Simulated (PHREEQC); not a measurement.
A solution holds 3.6 mmol/kgw CuCl2, 0.13 mmol/kgw HCl and 0.32 mmol/kgw NaCl, at 25 °C. It is in equilibrium with CO2 at log p = -2 (atm). Otherwise closed; pH follows from the charge balance.

Computed with PHREEQC (ion-association model, wateq4f.dat).

```yaml
pH: 3.92
ionic_strength: 0.0112 mol/kgw
total_alkalinity: -0.130 meq/kg
```

```tsv
species	molality	activity	log γ
Cl-	0.00760	0.00681	-0.048
Cu+2	0.00355	0.00235	-0.178
CO2	0.000340	0.000340	0.001
Na+	0.000320	0.000287	-0.046
H+	0.000133	0.000121	-0.041
CuCl+	4.81e-5	4.31e-5	-0.047
CuHCO3+	1.64e-6	1.47e-6	-0.047
HCO3-	1.39e-6	1.25e-6	-0.045
CuOH+	2.16e-7	1.94e-7	-0.047
```

This is a speciation only: nothing precipitates in the calculation.
